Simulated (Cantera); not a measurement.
Feed: 1 mol Fe(CO)₅, 6.2 mol CO, 9.4 mol N₂, at 1200 K and 10000 Pa.

Cantera equilibrium calculation (NASA polynomials, part measured and part estimated; ideal gas, pure solids and liquids). Candidate condensed phases: C, Fe, Fe(CO)₅, FeO, Fe₂O₃, Fe₃O₄; 27 gas species. Condensed phases not in the tables: cementite and carbon dissolved in iron. Equilibrium is a limit: real reactors are often held back by kinetics, nucleation or transport.

Base state: CO 0.543, N₂ 0.457, CO₂ 0.000557 (mole fractions); condensed: C(graphite) + Fe(γ).

Question: What changes in the equilibrium state with this change: Fe(CO)₅ replaced by PbO?

Answer: 
```csv
species,before,after
N₂,0.457,0.599
CO,0.543,0.331
CO₂,0.000557,0.0637
Pb,0,0.00643
"C(graphite), mol",0.0115,0
"Fe(γ), mol",1.00,0
"Pb(l), mol",0,0.899
```
Further candidate phases: Pb, PbO, PbO₂, Pb₃O₄.
